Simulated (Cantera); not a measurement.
Catalytic stagnation flow on Pt

A jet of 1.58 % CH4, 9.05 % O2, 89.4 % N2 at 300 K and 97.5 Torr hits a platinum plate 3.8 cm away at a mass flux of 0.022 kg/m²/s; the plate temperature is set and raised in steps from an oxygen-covered start.

Computed with Cantera and Deutschmann's 1995 Pt surface mechanism with GRI-Mech 3.0 gas chemistry. Catalytic surfaces can have several steady states; this one follows from the mechanism file's or the stated starting coverage.

```tsv
plate T (K)	wall x CH4	wall x O2	wall x H2O	wall x OH	wall x CO	wall x CO2	θ free Pt	θ O*	θ OH*
850	0.0109	0.0801	0.00918	<1e-8	2.94e-6	0.00598	0.138	0.861	0.000992
900	0.00782	0.0735	0.0149	2.16e-8	3.00e-6	0.00976	0.201	0.798	0.00117
950	0.00539	0.0684	0.0194	6.52e-8	2.85e-6	0.0127	0.269	0.729	0.00121
1000	0.00378	0.0650	0.0224	1.73e-7	2.71e-6	0.0146	0.339	0.660	0.00115
1050	0.00276	0.0628	0.0242	4.08e-7	2.63e-6	0.0159	0.408	0.590	0.00105
1100	0.00210	0.0615	0.0253	8.77e-7	2.63e-6	0.0166	0.476	0.523	0.000938
1150	0.00167	0.0606	0.0261	1.74e-6	2.73e-6	0.0171	0.540	0.459	0.000825
1200	0.00135	0.0601	0.0265	3.24e-6	2.96e-6	0.0173	0.600	0.399	0.000718
```
x: mole fraction at the wall; θ: surface coverage.
